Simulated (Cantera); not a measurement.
An isothermal, constant-pressure homogeneous reactor starts with NO : N2 = 1 : 11 (molar parts), at 1950 K and 41.3 Torr. Integrator tolerance rtol = 1e-08.

Detailed kinetics in Cantera: GRI-Mech 3.0 (53 species, 325 reactions).

### Question
What does this change do: NO 1 to 0.14 parts?

### Answer
| quantity | before | after |
|---|---|---|
| x(NO) at 10.0 s | 0.0651 (gas-phase equilibrium 0.00321) | 0.0120 (gas-phase equilibrium 0.00122) |
| x(O2) at 10.0 s | 0.00899 (gas-phase equilibrium 0.0399) | 0.000282 (gas-phase equilibrium 0.00560) |
| x(NO2) at 10.0 s | 6.10e-6 (gas-phase equilibrium 6.15e-7) | 2.39e-7 (gas-phase equilibrium 8.80e-8) |
| x(N2) at 10.0 s | 0.926 (gas-phase equilibrium 0.957) | 0.988 (gas-phase equilibrium 0.993) |
| x(N2O) at 10.0 s | 1.76e-6 (gas-phase equilibrium 4.68e-8) | 6.88e-8 (gas-phase equilibrium 1.82e-8) |
| x(O) at 10.0 s | 0.000198 (gas-phase equilibrium 0.000387) | 4.19e-5 (gas-phase equilibrium 0.000145) |
